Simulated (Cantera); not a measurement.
Charge: 1 mol BN, a varied amount of Cl2, 3.6 mol H2, held at 1502 °C and 1.00 bar.

Equilibrium computed with Cantera from the NASA thermochemical tables; the gas is ideal and each condensed phase is pure. Candidate condensed phases: B, BN, NH4Cl; 21 gas species. Gases not in the tables: BHCl2. Rates play no part.

Q: Which condensed phases are stable at each of these points (n(Cl2) (mol)): 0.51, 0.73, 1, 1.5, 2.1, 3.1, 4.4, 6.3, 9, 13, 18, 26, 38?

A: 
```
n(Cl2) (mol)  condensed phases  B condensed (%)
------------  ----------------  ---------------
0.51                     BN(s)             99.5
0.73                     BN(s)             98.9
1                        BN(s)             97.8
1.5                      BN(s)             94.4
2.1                      BN(s)             87.0
3.1                      BN(s)             62.9
4.4                      BN(s)              7.3
6.3                   gas only              0.0
9                     gas only              0.0
13                    gas only              0.0
18                    gas only              0.0
26                    gas only              0.0
38                    gas only              0.0
```

From 0.51 mol Cl2 to 4.4 mol Cl2 the condensed part is BN(s). From 6.3 mol Cl2 to 38 mol Cl2 nothing is condensed.
